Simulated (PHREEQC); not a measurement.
0.12 g of hydrous ferric oxide (600 m²/g; 0.2 weak and 0.005 strong sites per Fe, Dzombak-Morel constants, diffuse double layer) in 1 kg of water with 0.01 mol/kgw of an inert sodium salt and 0.042 mmol/kgw Na2SO4, at 25 °C; the pH is set by adding NaOH or the inert anion's acid. O2 is buffered at 0.21 atm. CO2 from the air is kept out. Nothing may precipitate in this run.

All values are PHREEQC results (ion-association model, wateq4f.dat), not measurements.

Predict surface charge σ (C/m²), surface potential ψ (mV) at pH = 4, 6.67, 9.33, 11.33.


```tsv
pH	surface charge σ (C/m²)	surface potential ψ (mV)
4	0.154	167
6.67	0.023	72
9.33	-0.020	-66
11.33	-0.131	-154
```
